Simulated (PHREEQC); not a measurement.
PHREEQC input (Pitzer model, pitzer.dat):

```
SOLUTION 1
  temp 25
  units mol/kgw
  pH 7 charge
  C(4) 0.056
  Na 0.3464
  Cl 0.0044
END
USE solution 1
INCREMENTAL_REACTIONS false
REACTION 1
  H2O -1
  0 9.886 18.011 24.689 30.178 34.689 38.397 41.444
  43.949 46.007 47.699 49.089 50.232 51.172 51.944 52.578
  53.1 53.528 53.88 54.17 moles
EQUILIBRIUM_PHASES 1
  Halite 0 0
  Nahcolite 0 0
  Natron 0 0
  Trona 0 0
  CO2(g) -3.4 10
SELECTED_OUTPUT 1
  -reset false
  -pH true
  -pe true
  -ionic_strength true
  -water true
  -activities H2O
  -totals C Cl Na
  -molalities H+ Na+ Cl- CO3-2 OH- HCO3- CO2
  -equilibrium_phases Halite Nahcolite Natron Trona
PRINT
  -reset false
END
```

Selected output (columns that matter, 20 of 20 rows; water left (kg) added in front):

```
water left (kg)	pH	mu	C	Cl	Na	m_H+	m_Na+	m_Cl-	m_CO3-2	m_OH-	m_HCO3-	la_H2O	Trona
1.00133	9.9476	0.47552	0.21184	0.0043942	0.34594	2.0907e-10	0.34594	0.0043942	0.12958	0.00013282	0.082249	-0.0035453	0
0.823286	9.9736	0.58262	0.25341	0.0053444	0.42075	2.0598e-10	0.42075	0.0053444	0.16187	0.00014286	0.091524	-0.0042227	0
0.676964	9.9981	0.71333	0.30342	0.0064996	0.5117	2.0417e-10	0.5117	0.0064996	0.20163	0.00015271	0.10178	-0.0050273	0
0.556707	10.021	0.87275	0.36366	0.0079036	0.62223	2.0354e-10	0.62223	0.0079036	0.25052	0.00016208	0.11313	-0.0059815	0
0.457866	10.042	1.0671	0.43626	0.0096098	0.75655	2.04e-10	0.75655	0.0096098	0.31052	0.00017066	0.12572	-0.0071114	0
0.37664	10.062	1.3038	0.5238	0.011682	0.91971	2.054e-10	0.91971	0.011682	0.38406	0.00017807	0.13974	-0.0084483	0
0.309878	10.08	1.5919	0.62946	0.014199	1.1179	2.0753e-10	1.1179	0.014199	0.47403	0.00018392	0.15541	-0.010031	0
0.255019	10.096	1.9422	0.75699	0.017254	1.3583	2.1012e-10	1.3583	0.017254	0.58391	0.00018778	0.17307	-0.011909	0
0.209921	10.111	2.368	0.91111	0.02096	1.6501	2.1274e-10	1.6501	0.02096	0.7179	0.00018923	0.1932	-0.014148	0
0.172873	10.125	2.8847	1.0973	0.025452	2.0038	2.1487e-10	2.0038	0.025452	0.88086	0.00018791	0.21642	-0.01684	0
0.142414	10.137	3.5111	1.3225	0.030896	2.4323	2.1579e-10	2.4323	0.030896	1.0788	0.00018357	0.24372	-0.020119	0
0.117392	10.147	4.2691	1.5948	0.037481	2.9508	2.1465e-10	2.9508	0.037481	1.3184	0.00017609	0.27641	-0.024173	0
0.0968163	10.155	5.1858	1.9244	0.045447	3.5779	2.105e-10	3.5779	0.045447	1.6079	0.00016554	0.31649	-0.029292	0
0.0798933	10.161	6.2926	2.3237	0.055073	4.3358	2.0232e-10	4.3358	0.055073	1.9568	0.00015221	0.36687	-0.035904	0
0.0659924	10.162	7.6244	2.807	0.066674	5.2491	1.8928e-10	5.2491	0.066674	2.3753	0.00013665	0.43171	-0.044639	0
0.0543116	10.159	8.7753	3.2261	0.081014	6.0413	1.7594e-10	6.0413	0.081014	2.734	0.00012419	0.49205	-0.053055	0.0060962
0.0440161	10.158	8.7581	3.2123	0.099963	6.0353	1.7487e-10	6.0353	0.099963	2.7228	0.00012439	0.48948	-0.053219	0.026917
0.0355747	10.157	8.7366	3.1951	0.12368	6.0278	1.7354e-10	6.0278	0.12368	2.7089	0.00012463	0.48629	-0.053424	0.043988
0.0286323	10.155	8.7097	3.1735	0.15367	6.0185	1.7188e-10	6.0185	0.15367	2.6912	0.00012494	0.48228	-0.053683	0.058025
0.0229127	10.153	8.6756	3.146	0.19203	6.0069	1.6977e-10	6.0069	0.19203	2.6688	0.00012533	0.4772	-0.054017	0.069589
```

Species that the database lacks are ignored.
